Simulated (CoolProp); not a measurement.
A simple Rankine cycle with R245ca: condensing at 288.15 K, boiler at 2.05 MPa, turbine inlet 413.1 K, turbine efficiency 0.75, pump efficiency 0.8, no recuperator. Each further row changes one setting.

Values from CoolProp's reference Helmholtz-energy equation of state, Zhou 2016.

| case | thermal efficiency (%) | net work (kJ/kg) | heat in (kJ/kg) | turbine exit temperature (K) | volume ratio over the turbine |
|---|---|---|---|---|---|
| as stated | 16.2 | … | 303 | 335.4 | 36.2 |
| turbine inlet 433.1 K | 16.2 | 53.9 | 332 | 359.5 | 33.3 |
| condensing temperature 280.15 K | … | 54.1 | … | 329.9 | 50.6 |
| boiler pressure 1.43 MPa | 15.0 | 47.6 | 316 | 350.3 | 22.3 |
| turbine efficiency 0.65 | 14.0 | 42.3 | 303 | … | … |

Problem. Complete the blanks.

Solution. 
- as stated, net work (kJ/kg): 49.1
- condensing temperature 280.15 K, thermal efficiency (%): 17.2
- condensing temperature 280.15 K, heat in (kJ/kg): 314
- turbine efficiency 0.65, turbine exit temperature (K): 342.3
- turbine efficiency 0.65, volume ratio over the turbine: 37.0
